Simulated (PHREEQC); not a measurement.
Model water analysis in mg/L, 50 °C, pH 2.2, pe 10.8: Na 66.5; K 0.156; Ca 87.7; Mg 8.2; Cl 82.6; S(6) as SO4 870; Mn(2) 0.457.

Valence states are taken as typed.

Computed with PHREEQC (ion-association model, wateq4f.dat).

Precipitation was switched off in this run.

Task: Order these Mn species by the share of Mn that they hold, largest first: MnCl+, MnSO4, Mn+2.

Result: Mn+2 (70 %), MnSO4 (30 %), MnCl+ (0.38 %)

The pH is 2.20 and the ionic strength 0.0211 mol/kgw. Complexes and solids missing from the database can't appear. At this temperature some constants are extrapolated from 25 °C, and those without enthalpy data are left unchanged.
